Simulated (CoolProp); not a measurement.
1000 sccm (0 °C, 1 atm) of nitrogen bubbles through liquid isohexane at 299.8 K and leaves saturated at a total pressure of 0.15 MPa (ideal gas phase). Each further row changes one setting.

Model: reference Helmholtz-energy equation of state, Lemmon 2006, in CoolProp. It is a short technical equation, of lower accuracy than the large ones.

```tsv
case	vapour pressure (kPa)	mole fraction of vapour	delivery (mg/min)	delivery (sccm)	change of delivery for a bath 1 K warmer (%)
as stated	30.2	[?]	[?]	252	[?]
bath temperature 304.8 K	36.9	0.246	[?]	326	[?]
total pressure 0.3 MPa	30.2	[?]	[?]	[?]	4.6
```

### Question
What belongs in the gaps?

### Answer

- as stated, mole fraction of vapour: 0.201
- as stated, delivery (mg/min): 970
- as stated, change of delivery for a bath 1 K warmer (%): 5.3
- bath temperature 304.8 K, delivery (mg/min): 1250
- bath temperature 304.8 K, change of delivery for a bath 1 K warmer (%): 5.4
- total pressure 0.3 MPa, mole fraction of vapour: 0.101
- total pressure 0.3 MPa, delivery (mg/min): 431
- total pressure 0.3 MPa, delivery (sccm): 112
